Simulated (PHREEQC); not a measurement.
## Copper plating or etch bath: speciation

Solution (15 °C): 0.015 mol/kgw Cu(BF4)2 and 0.00037 mol/kgw HCl. Closed to the air; pH follows from the charge balance.

Model: ion-association model, phreeqc.dat, run in PHREEQC.

The pH comes out as 2.76. The ionic strength is 0.0464 mol/kgw and the total alkalinity is -90.4 meq/kg.

| species | molality | activity | log γ |
|---|---|---|---|
| BF4- | 0.0266 | 0.0221 | -0.082 |
| Cu+2 | 0.0147 | 0.00730 | -0.304 |
| HF | 0.00439 | 0.00443 | 0.005 |
| F- | 0.00248 | 0.00203 | -0.087 |
| H+ | 0.00202 | 0.00174 | -0.066 |
| BF3OH- | 0.00183 | 0.00151 | -0.082 |
| H3BO3 | 0.00115 | 0.00117 | 0.005 |
| BF2(OH)2- | 0.000391 | 0.000324 | -0.082 |
| Cl- | 0.000366 | 0.000300 | -0.085 |
| CuF+ | 0.000296 | 0.000245 | -0.082 |
| HF2- | 3.80e-5 | 3.15e-5 | -0.082 |
| CuCl+ | 4.32e-6 | 3.56e-6 | -0.084 |
| BF(OH)3- | 1.02e-6 | 8.45e-7 | -0.082 |

Precipitation was switched off in this run. Real BF4- forms and hydrolyses slowly; the run takes it at equilibrium.
